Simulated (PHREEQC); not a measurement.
Dissolve 0.007 mol NaBF4 and 0.00072 mol NaF per kg of water at 12 °C. Closed to the air; pH follows from the charge balance.

Model: ion-association model, phreeqc.dat, run in PHREEQC.

```
Quantity                    Value
----------------  ---------------
pH                           3.03
ionic strength    0.00872 mol/kgw
total alkalinity     -21.0 meq/kg
```

```
species    molality  activity   log γ
---------  --------  --------  ------
Na+         0.00771   0.00702  -0.041
BF4-        0.00533   0.00485  -0.041
HF          0.00261   0.00262   0.001
F-          0.00259   0.00235  -0.042
H+          0.00101  0.000931  -0.037
H3BO3      0.000892  0.000893   0.001
BF3OH-     0.000587  0.000534  -0.041
BF2(OH)2-  0.000191  0.000173  -0.041
HF2-        2.30e-5   2.09e-5  -0.041
NaF         9.48e-6   9.50e-6   0.001
```

Precipitation was switched off in this run. At this temperature some constants are extrapolated from 25 °C, and those without enthalpy data are left unchanged. Real BF4- forms and hydrolyses slowly; the run takes it at equilibrium.
